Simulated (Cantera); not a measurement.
Input (Python, Cantera) and output of one run.

```python
import numpy as np
import cantera as ct

gas_names = """
    C CN CO CO2 C2 CCN CNC C2N2 C2O C3 C3O2 C4 C4N2 C5 Fe FeC5O5 FeO N NCO NO NO2 NO3 N2 N2O O O2 O3
""".split()
cond_names = """
    C(gr) Fe(a) Fe(c) Fe(d) Fe(L) FeC5O5(L) FeO(s) FeO(L) Fe2O3(s) Fe3O4(s)
""".split()


# ... load() reads the species with a 1 bar reference pressure and builds the phases ...
atoms = {
    'Fe3O4': {'Fe': 3, 'O': 4},
    'CO': {'C': 1, 'O': 1},
    'N2': {'N': 2},
}
top_T = {'C(gr)': 4500, 'Fe2O3(s)': 1830, 'Fe3O4(s)': 1870}  # K; cautious upper limits of use, not melting points


# ... equilibrate(T, P, feed) seeds the gas with the atoms and calls Mixture.equilibrate('TP', solver="vcs", rtol=1e-11, max_steps=5000) ...
results = []
feed = {'Fe3O4': 1, 'CO': 4, 'N2': 0.14}  # mol
T = 973  # K
for P in [10, 36, 130, 460, 1700, 6000, 22000, 77000, 280000, 1000000]:
    mix = equilibrate(T, P, feed)
    results.append((T, P, feed, dict(zip(mix.species_names, mix.species_moles))))

top = {s: max(r[3][s] / sum(r[3][g] for g in gas_names) for r in results) for s in gas_names}
cols = sorted((s for s in top if top[s] > 1e-06), key=lambda s: -top[s])[:9]
seen = [c for c in cond_names if any(r[3].get(c, 0) > 1e-12 for r in results)]
print("log10 of partial pressures in bar; condensed amounts in mol")
print(f"{'P/Pa':>10s}" + "".join(f"{s[:9]:>10s}" for s in cols + seen))
for T, P, feed, n in results:
    ng = sum(n[g] for g in gas_names)
    print(f"{P:10.4g}" + "".join(f"{np.log10(max(n[s] / ng * P / 1e5, 1e-99)):10.3f}" for s in cols)
          + "".join(f"{n.get(c, 0):10.4g}" for c in seen))
```

Result:

```
log10 of partial pressures in bar; condensed amounts in mol
      P/Pa        CO       CO2        N2     C(gr)    FeO(s)
        10    -4.140    -4.617    -5.471         0         3
        36    -3.584    -4.061    -4.915         0         3
       130    -3.026    -3.503    -4.357         0         3
       460    -2.477    -2.954    -3.808         0         3
      1700    -1.909    -2.387    -3.240         0         3
      6000    -1.362    -1.839    -2.693         0         3
   2.2e+04    -0.797    -1.275    -2.128         0         3
   7.7e+04    -0.305    -0.608    -1.558    0.2466         3
   2.8e+05     0.083     0.168    -0.934    0.7712         3
     1e+06     0.419     0.840    -0.337     1.101         3
```

These are equilibrium values from Cantera (NASA tables, ideal gas, pure condensed phases), not measurements of a reactor. The tables' stoichiometric FeO is somewhat more stable than real wüstite, so its field is too wide. FeO: taken at fixed stoichiometry.
